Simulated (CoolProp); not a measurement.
A single-stage vapour-compression cycle with n-perfluorobutane: evaporating at 298.15 K (dew point), condensing at 345.15 K (bubble point), superheat 5 K, subcooling 2 K, compressor efficiency 0.8, no pressure losses. Each further row changes one setting.

Model: reference Helmholtz-energy equation of state, Gao 2022, in CoolProp.

| case | cooling COP | pressure ratio | discharge temperature (K) | refrigerating effect (kJ/kg) | volumetric capacity (kJ/m³) |
|---|---|---|---|---|---|
| as stated | 2.84 | 3.60 | 345.1 | 38.8 | 1080 |
| evaporating temperature 303.15 K | 3.51 | 3.08 | 345.1 | … | 1380 |
| condensing temperature 340.15 K | 3.56 | … | 340.1 | … | 1250 |
| subcooling 7 K | 3.30 | 3.60 | 345.1 | 45.1 | 1250 |
| superheat 15 K | 3.18 | 3.60 | 345.1 | 47.8 | 1270 |
| compressor efficiency 0.7 | 2.48 | 3.60 | 345.1 | 38.8 | 1080 |

Complete the blanks.


- evaporating temperature 303.15 K, refrigerating effect (kJ/kg): 42.7
- condensing temperature 340.15 K, pressure ratio: 3.20
- condensing temperature 340.15 K, refrigerating effect (kJ/kg): 45.0

The compression ends wet for: as stated; evaporating temperature 303.15 K; condensing temperature 340.15 K; subcooling 7 K; superheat 15 K; compressor efficiency 0.7.
